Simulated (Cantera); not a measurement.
Cantera run:

```python
import numpy as np
import cantera as ct

gas_names = """
    HCL BCL3 H
""".split()
cond_names = """
    B(b) B(L)
""".split()


def load(file, names, dense=False):
    # The tables refer to 1 bar. Condensed volumes are neglected.
    table = {s.name: s for s in ct.Species.list_from_file(file)}
    out = []
    for n in names:
        d = dict(table[n].input_data)
        d["thermo"] = dict(d["thermo"], **{"reference-pressure": 1e5})
        if dense:
            d["equation-of-state"] = {"model": "constant-volume", "density": "1e6 g/cm^3"}
        out.append(ct.Species.from_dict(d))
    return out


species = {s.name: s for s in load("nasa_gas.yaml", gas_names) + load("nasa_condensed.yaml", cond_names)}
# Each term lists the table entries of one substance; the one whose range holds T is used.
reactions = {
    'B + 3 HCl(g) = BCl3(g) + 3 H(g)':
        [(-1, ['B(b)', 'B(L)']), (-3, ['HCL']), (1, ['BCL3']), (3, ['H'])],
}


def pick(names, T):
    return next(species[n] for n in names if species[n].thermo.min_temp <= T <= species[n].thermo.max_temp)


results = []
for label, terms in reactions.items():
    print(label)
    print("     T/K   dH/kJ  dS/(J/K)   dG/kJ   log10 K")
    for T in [1725, 1775, 1825, 1875, 1925, 1975, 2025, 2075, 2125]:
        used = [(nu, pick(names, T)) for nu, names in terms]
        dH = sum(nu * s.thermo.h(T) for nu, s in used) / 1e6
        dS = sum(nu * s.thermo.s(T) for nu, s in used) / 1e3
        dG = dH - T * dS / 1e3
        logK = -dG * 1e6 / (ct.gas_constant * T * np.log(10))
        results.append((label, T, dH, dS, dG, logK, [s.name for _, s in used]))
        print(f"{T:8g} {dH:8.1f} {dS:8.1f} {dG:8.1f} {logK:8.2f}")
```

Output:

```
B + 3 HCl(g) = BCl3(g) + 3 H(g)
     T/K   dH/kJ  dS/(J/K)   dG/kJ   log10 K
    1725    558.4    109.4    369.7   -11.19
    1775    559.0    109.7    364.2   -10.72
    1825    559.5    110.0    358.7   -10.27
    1875    560.0    110.3    353.2    -9.84
    1925    560.5    110.5    347.7    -9.43
    1975    560.9    110.8    342.2    -9.05
    2025    561.3    111.0    336.6    -8.68
    2075    561.7    111.2    331.1    -8.33
    2125    562.1    111.4    325.5    -8.00
```

Source: NASA polynomial tables (part measured, part estimated), evaluated in Cantera. Condensed species are held in their standard states even where they would react or evaporate.
